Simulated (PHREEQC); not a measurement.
1 kg of water holding 160 mmol/kgw MgSO4, 4.2 mmol/kgw K2SO4 and 63 mmol/kgw Na2SO4 is evaporated at 90 °C; the solids stay in contact with the brine. The system is closed to CO2. Only these solids could form: Arcanite, Bloedite, Brucite, Epsomite, Glaserite, Hexahydrite, Kieserite, Leonite, Mirabilite, Misenite, Schoenite, Thenardite.

All values are PHREEQC results (Pitzer model, pitzer.dat), not measurements.

| water left (kg) | ionic strength | water activity | K in solution (mol/kgw) | Mg in solution (mol/kgw) | Na in solution (mol/kgw) |
|---|---|---|---|---|---|
| 1 | 0.842 | 0.994 | 0.00840 | 0.160 | 0.126 |
| 0.8219 | 1.02 | 0.993 | 0.0102 | 0.195 | 0.153 |
| 0.6755 | 1.25 | 0.992 | 0.0124 | 0.237 | 0.187 |
| 0.5552 | 1.52 | 0.991 | 0.0151 | 0.288 | 0.227 |
| 0.4563 | 1.84 | 0.989 | 0.0184 | 0.351 | 0.276 |
| 0.375 | 2.24 | 0.986 | 0.0224 | 0.427 | 0.336 |
| 0.3082 | 2.73 | 0.984 | 0.0273 | 0.519 | 0.409 |
| 0.2533 | 3.32 | 0.980 | 0.0332 | 0.632 | 0.497 |
| 0.2082 | 4.04 | 0.976 | 0.0403 | 0.768 | 0.605 |
| 0.1711 | 4.92 | 0.971 | 0.0491 | 0.935 | 0.736 |
| 0.1407 | 5.98 | 0.964 | 0.0597 | 1.14 | 0.896 |
| 0.1156 | 7.28 | 0.954 | 0.0727 | 1.38 | 1.09 |
| 0.09502 | 8.86 | 0.942 | 0.0884 | 1.68 | 1.33 |
| 0.07809 | 10.8 | 0.924 | 0.108 | 2.05 | 1.61 |
| 0.06418 | 13.1 | 0.901 | 0.131 | 2.49 | 1.96 |
| 0.05275 | 16.0 | 0.868 | 0.159 | 3.03 | 2.39 |

Species that the database lacks are ignored. At this temperature some constants are extrapolated from 25 °C, and those without enthalpy data are left unchanged.
